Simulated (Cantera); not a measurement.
Input: 1 mol AlCl3, 0.76 mol H2O, 1.1 mol N2, equilibrated at 1673 K and 13000 Pa.

Equilibrium computed with Cantera from the NASA thermochemical tables; the gas is ideal and each condensed phase is pure. Candidate condensed phases: Al, AlCl3, AlN, Al2O3, H2O, NH4Cl; 45 gas species. The tables' values for AlCl2 are old estimates; treat these amounts as uncertain. Rates play no part.

Base state: HCl 0.484, N2 0.353, AlCl3 0.158, Cl 0.00317, H2 0.00142, AlCl2 0.000393, H2O 0.000162, Cl2 4.71e-5 (mole fractions); condensed: Al2O3(s).

What changes in the equilibrium state with this change: temperature from 1673 K to 2075 K?


```csv
species,before,after
HCl,0.484,0.461
N2,0.353,0.345
AlCl3,0.158,0.140
Cl,0.00317,0.0307
AlCl2,0.000393,0.0129
AlCl,4.26e-6,0.00201
AlOCl,1.15e-6,0.000264
"Al2O3(s), mol",0.253,0.252
```

What changes in the equilibrium state with this change: pressure from 13000 Pa to 1330 Pa?


| species | before | after |
|---|---|---|
| HCl | 0.484 | 0.480 |
| N2 | 0.353 | 0.352 |
| AlCl3 | 0.158 | 0.156 |
| Cl | 0.00317 | 0.00717 |
| AlCl | 4.26e-6 | 7.81e-5 |
| H | 1.19e-5 | 5.09e-5 |
| AlCl2 | 0.000393 | 0.00167 |
| H2O | 0.000162 | 7.50e-5 |
| Al2O3(s), mol | 0.253 | 0.253 |
